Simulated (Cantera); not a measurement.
An isothermal, constant-pressure homogeneous reactor starts with 20.0 % CH4, 76.0 % CO2, 4.00 % H2O, at 1475 K and 760 Torr.

Detailed kinetics in Cantera: GRI-Mech 3.0 (53 species, 325 reactions).

x: mole fraction; the columns are a selection and need not sum to one.

```json
[
 {"t (s)": "0.000900", "x CH4": "0.200", "x CO2": "0.760", "x C2H4": "4.74e-6", "x HO2": "<1e-12", "x CH2O": "2.24e-7", "x O": "<1e-12", "x C2H2": "2.34e-8"},
 {"t (s)": "0.00196", "x CH4": "0.200", "x CO2": "0.760", "x C2H4": "1.90e-5", "x HO2": "<1e-12", "x CH2O": "7.55e-7", "x O": "<1e-12", "x C2H2": "2.51e-7"},
 {"t (s)": "0.00429", "x CH4": "0.199", "x CO2": "0.760", "x C2H4": "7.47e-5", "x HO2": "<1e-12", "x CH2O": "2.13e-6", "x O": "<1e-12", "x C2H2": "2.46e-6"},
 {"t (s)": "0.00935", "x CH4": "0.198", "x CO2": "0.760", "x C2H4": "0.000302", "x HO2": "<1e-12", "x CH2O": "4.63e-6", "x O": "<1e-12", "x C2H2": "2.55e-5"},
 {"t (s)": "0.0204", "x CH4": "0.196", "x CO2": "0.758", "x C2H4": "0.00106", "x HO2": "<1e-12", "x CH2O": "6.60e-6", "x O": "1.08e-12", "x C2H2": "0.000247"},
 {"t (s)": "0.0445", "x CH4": "0.189", "x CO2": "0.754", "x C2H4": "0.00235", "x HO2": "<1e-12", "x CH2O": "6.64e-6", "x O": "1.16e-12", "x C2H2": "0.00167"},
 {"t (s)": "0.0972", "x CH4": "0.177", "x CO2": "0.742", "x C2H4": "0.00275", "x HO2": "<1e-12", "x CH2O": "5.74e-6", "x O": "1.06e-12", "x C2H2": "0.00647"},
 {"t (s)": "0.212", "x CH4": "…", "x CO2": "0.714", "x C2H4": "…", "x HO2": "<1e-12", "x CH2O": "5.11e-6", "x O": "1.01e-12", "x C2H2": "…"},
 {"t (s)": "0.463", "x CH4": "0.122", "x CO2": "0.655", "x C2H4": "0.00174", "x HO2": "<1e-12", "x CH2O": "5.36e-6", "x O": "1.09e-12", "x C2H2": "0.0296"},
 {"t (s)": "1.01", "x CH4": "0.0760", "x CO2": "0.558", "x C2H4": "0.00139", "x HO2": "<1e-12", "x CH2O": "6.96e-6", "x O": "1.28e-12", "x C2H2": "0.0472"},
 {"t (s)": "2.20", "x CH4": "0.0341", "x CO2": "0.458", "x C2H4": "0.00116", "x HO2": "<1e-12", "x CH2O": "6.53e-6", "x O": "1.50e-12", "x C2H2": "0.0566"},
 {"t (s)": "4.81", "x CH4": "…", "x CO2": "…", "x C2H4": "0.00111", "x HO2": "<1e-12", "x CH2O": "…", "x O": "1.85e-12", "x C2H2": "…"},
 {"t (s)": "10.5", "x CH4": "0.0140", "x CO2": "0.328", "x C2H4": "0.000800", "x HO2": "<1e-12", "x CH2O": "1.14e-6", "x O": "2.30e-12", "x C2H2": "0.0243"},
 {"t (s)": "22.9", "x CH4": "0.00948", "x CO2": "0.284", "x C2H4": "0.000369", "x HO2": "<1e-12", "x CH2O": "3.93e-7", "x O": "3.32e-12", "x C2H2": "0.00903"},
 {"t (s)": "50.0", "x CH4": "0.00455", "x CO2": "0.258", "x C2H4": "7.97e-5", "x HO2": "<1e-12", "x CH2O": "1.30e-7", "x O": "4.69e-12", "x C2H2": "0.00172"}
]
```

Problem. What belongs in the gaps?

Solution. 
- 0.212, x CH4: 0.156
- 0.212, x C2H4: 0.00216
- 0.212, x C2H2: 0.0157
- 4.81, x CH4: 0.0181
- 4.81, x CO2: 0.385
- 4.81, x CH2O: 3.03e-6
- 4.81, x C2H2: 0.0444
